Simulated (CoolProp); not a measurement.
A single-stage vapour-compression cycle with the fluid: evaporating at 313.15 K (dew point), condensing at 354.15 K (bubble point), superheat 8 K, subcooling 5 K, compressor efficiency 0.85, no pressure losses. The same conditions are run with several fluids, on thermodynamics alone (safety and materials aside).

Model: reference Helmholtz-energy equation of state of each fluid (R114: Platzer 1990; R1336mzz(Z): McLinden 2020; benzene: Thol 2012; trans-2-butene: Lemmon 2005; R227EA: Lemmon 2016; carbonyl sulfide: Lemmon 2006), in CoolProp. The equations of Platzer and Polt are older, rougher fits.

### Question
Rank R114, R1336mzz(Z), benzene, trans-2-butene, R227EA, carbonyl sulfide by cooling COP, highest first.

### Answer
benzene (5.97), trans-2-butene (5.53), R1336mzz(Z) (5.48), R114 (5.29), carbonyl sulfide (4.84), R227EA (4.43)

| fluid | pressure ratio | discharge temperature (K) | refrigerating effect (kJ/kg) | volumetric capacity (kJ/m³) |
|---|---|---|---|---|
| R114 | 2.81 | 354.5 | 89.9 | 2140 |
| R1336mzz(Z) | 3.45 | 354.1 | 122 | 1020 |
| benzene | 4.28 | 372.5 | 366 | 264 |
| trans-2-butene | 2.77 | 362.0 | 288 | 2440 |
| R227EA | 2.70 | 356.0 | 62.8 | 3370 |
| carbonyl sulfide | 2.28 | 391.6 | 178 | 9040 |

The compression ends wet for: R1336mzz(Z).
